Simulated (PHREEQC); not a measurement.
A solution holds 0.16 mol (NH4)2SiF6 per kg of water, at 75 °C. Closed to the air; pH follows from the charge balance.

Computed with PHREEQC (ion-association model, wateq4f.dat).

Each row changes one thing in this solution. Precipitation was switched off in this run.

```csv
case,pH,ionic strength (mol/kgw),HF (mol/kgw),F- (mol/kgw),H4SiO4 (mol/kgw),HF2- (mol/kgw),SI of SiO2(a) (SiO2)
as made,3.15,0.478,0.00849,0.00556,0.00243,0.000229,-0.20
(NH4)2SiF6 from 0.16 to 0.08 mol/kgw,3.21,0.238,0.00817,0.00521,0.00231,0.000195,-0.25
temperature from 75 to 30 °C,3.05,0.480,0.00254,0.00303,0.000945,3.42e-5,-0.30
diluted 10-fold with water,3.29,0.0467,0.00688,0.00430,0.00191,0.000130,-0.35
0.21 mol/kgw HBr added,0.84,0.670,0.0390,0.000135,0.00675,2.67e-5,+0.27
diluted 5-fold with water,3.26,0.0946,0.00749,0.00470,0.00209,0.000156,-0.31
temperature from 75 to 60 °C,3.10,0.479,0.00581,0.00446,0.00176,0.000127,-0.24
```

Some of these states are supersaturated (in Quartz (slow to form), Chalcedony (slow to form), SiO2(a), for instance). At this temperature some constants are extrapolated from 25 °C, and those without enthalpy data are left unchanged. SiF6-2 is the database's only silicon fluoride.
